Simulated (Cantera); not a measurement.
Input: 1 mol AlN, 0.16 mol H2O, 5 mol H2, equilibrated at 1.00 Torr.

Equilibrium computed with Cantera from the NASA thermochemical tables; the gas is ideal and each condensed phase is pure. Candidate condensed phases: Al, AlN, Al2O3, H2O; 35 gas species. Mutual solubility and eutectic melting of coexisting phases are not modelled. Kinetics and transport are ignored.

Task: Which condensed phases are stable at each of these points (T (K)): 948, 1023, 1098, 1173, 1248, 1323, 1398, 1473, 1548, 1623, 1698, 1773, 1848?

Result: 
| T (K) | condensed phases | Al condensed (%) |
|---|---|---|
| 948 | AlN(s) + Al2O3(s) | 100.0 |
| 1023 | AlN(s) + Al2O3(s) | 100.0 |
| 1098 | AlN(s) + Al2O3(s) | 100.0 |
| 1173 | AlN(s) + Al2O3(s) | 100.0 |
| 1248 | AlN(s) + Al2O3(s) | 100.0 |
| 1323 | AlN(s) + Al2O3(s) | 100.0 |
| 1398 | AlN(s) + Al2O3(s) | 100.0 |
| 1473 | AlN(s) + Al2O3(s) | 100.0 |
| 1548 | AlN(s) + Al2O3(s) | 100.0 |
| 1623 | AlN(s) + Al2O3(s) | 99.5 |
| 1698 | AlN(s) + Al2O3(s) | 96.1 |
| 1773 | AlN(s) + Al2O3(s) | 76.8 |
| 1848 | AlN(s) | 21.6 |

From 948 K to 1773 K the condensed part is AlN(s) + Al2O3(s). At 1848 K the condensed part is AlN(s).
